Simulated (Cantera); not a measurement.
A Cantera script and what it prints.

```python
import numpy as np
import cantera as ct

gas_names = """
    Fe FeO Fe(OH)2 H HO2 H2 H2O H2O2 H2S H2SO4 O OH O2 O3 S SH SO SO2 SO3 S2 S2O S8
""".split()
cond_names = """
    Fe(a) Fe(c) Fe(d) Fe(L) FeO(s) FeO(L) Fe(OH)2(s) Fe(OH)3(s) FeS(a) FeS(b) FeS(c) FeS(L) FeSO4(s)
    FeS2(s) Fe2O3(s) Fe2S3O12(s) Fe3O4(s) H2O(s) H2O(L) H2SO4(L) S(cr1) S(cr2) S(L)
""".split()


# ... load() reads the species with a 1 bar reference pressure and builds the phases ...
atoms = {
    'Fe2O3': {'Fe': 2, 'O': 3},
    'H2S': {'H': 2, 'S': 1},
    'H2O': {'H': 2, 'O': 1},
}
top_T = {'FeSO4(s)': 950, 'FeS2(s)': 1010, 'Fe2O3(s)': 1830, 'Fe2S3O12(s)': 1100, 'Fe3O4(s)': 1870}  # K; cautious upper limits of use, not melting points


# ... equilibrate(T, P, feed) seeds the gas with the atoms and calls Mixture.equilibrate('TP', solver="vcs", rtol=1e-11, max_steps=5000) ...
results = []
feed = {'Fe2O3': 1, 'H2S': 4.1, 'H2O': 0.1}  # mol
P = 17000  # Pa
for T in [623, 723, 823, 923, 1023, 1123, 1223, 1323, 1423, 1523, 1623, 1723, 1823]:
    mix = equilibrate(T, P, feed)
    results.append((T, P, feed, dict(zip(mix.species_names, mix.species_moles))))

top = {s: max(r[3][s] / sum(r[3][g] for g in gas_names) for r in results) for s in gas_names}
cols = sorted((s for s in top if top[s] > 1e-06), key=lambda s: -top[s])[:8]
seen = [c for c in cond_names if any(r[3].get(c, 0) > 1e-12 for r in results)]
print("log10 of partial pressures in bar; condensed amounts in mol")
print(f"{'T/K':>10s}" + "".join(f"{s[:9]:>10s}" for s in cols + seen))
for T, P, feed, n in results:
    ng = sum(n[g] for g in gas_names)
    print(f"{T:10.4g}" + "".join(f"{np.log10(max(n[s] / ng * P / 1e5, 1e-99)):10.3f}" for s in cols)
          + "".join(f"{n.get(c, 0):10.4g}" for c in seen))
```

It prints:

```
log10 of partial pressures in bar; condensed amounts in mol
       T/K       H2O        H2       H2S        S2       SO2        SO        SH       S2O    FeS(c)    FeS(L)   FeS2(s)
       623    -0.901    -1.834    -1.525    -9.267   -11.941   -16.314   -11.002   -14.028     0.638         0     1.362
       723    -0.901    -2.330    -1.400    -5.978    -7.812   -12.016    -8.737    -9.545    0.8844         0     1.116
       823    -0.903    -2.764    -1.369    -3.488    -4.555    -8.697    -7.051    -6.083    0.9756         0     1.024
       923    -0.970    -2.957    -1.353    -1.839    -2.570    -6.456    -5.810    -3.882         2         0         0
      1023    -0.968    -2.520    -1.387    -1.790    -2.679    -5.825    -5.154    -3.921         2         0         0
      1123    -0.972    -2.183    -1.437    -1.743    -2.723    -5.282    -4.623    -3.925         2         0         0
      1223    -0.980    -1.933    -1.507    -1.695    -2.697    -4.795    -4.191    -3.891         2         0         0
      1323    -0.991    -1.753    -1.597    -1.654    -2.617    -4.353    -3.840    -3.832         2         0         0
      1423    -1.005    -1.622    -1.703    -1.623    -2.508    -3.954    -3.553    -3.765         2         0         0
      1523    -1.022    -1.526    -1.815    -1.605    -2.391    -3.599    -3.317    -3.702         0         2         0
      1623    -1.042    -1.452    -1.930    -1.598    -2.280    -3.285    -3.120    -3.650         0         2         0
      1723    -1.063    -1.393    -2.042    -1.602    -2.182    -3.011    -2.954    -3.612         0         2         0
      1823    -1.088    -1.344    -2.150    -1.615    -2.100    -2.772    -2.813    -3.587         0         2         0
```

Equilibrium computed with Cantera from the NASA thermochemical tables; the gas is ideal and each condensed phase is pure. FeS: taken at fixed stoichiometry. Gases not in the tables: S3 to S7.
